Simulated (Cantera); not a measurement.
**PbO + H2 (iron carbonyl, mercury and lead vapours)**

Charge: 1 mol PbO, 0.58 mol H2, equilibrated at 1.33 mbar.

Equilibrium computed with Cantera from the NASA thermochemical tables; the gas is ideal and each condensed phase is pure. Candidate condensed phases: H2O, Pb, PbO, PbO2, Pb3O4; 12 gas species. Mutual solubility and eutectic melting of coexisting phases are not modelled. The numbers say what is thermodynamically allowed, not how fast it happens.

```csv
T (K),x H2O,x Pb,x PbO,x H2,x Pb2,x OH,x O2,n Pb(l),n PbO(yellow)
925,0.998,0.00200,1.53e-5,0.000110,1.87e-9,8.01e-10,3.74e-12,0.579,0.420
950,0.996,0.00377,3.96e-5,0.000122,5.40e-9,2.03e-9,1.67e-11,0.578,0.420
975,0.993,0.00688,9.73e-5,0.000133,1.48e-8,4.89e-9,6.88e-11,0.576,0.420
1000,0.987,0.0121,0.000229,0.000145,3.83e-8,1.13e-8,2.64e-10,0.573,0.420
1025,0.978,0.0209,0.000514,0.000157,9.46e-8,2.48e-8,9.48e-10,0.568,0.420
1050,0.964,0.0349,0.00111,0.000169,2.24e-7,5.26e-8,3.19e-9,0.559,0.419
1075,0.941,0.0570,0.00231,0.000179,5.07e-7,1.07e-7,1.02e-8,0.545,0.419
```
x: gas mole fraction; n: condensed amount in mol.

From 925 K to 1075 K the condensed part is Pb(l) + PbO(yellow). The main Pb-bearing gas is Pb throughout. The share of Pb in condensed phases is highest at 925 K (99.9 %) and lowest at 1075 K (96.3 %).
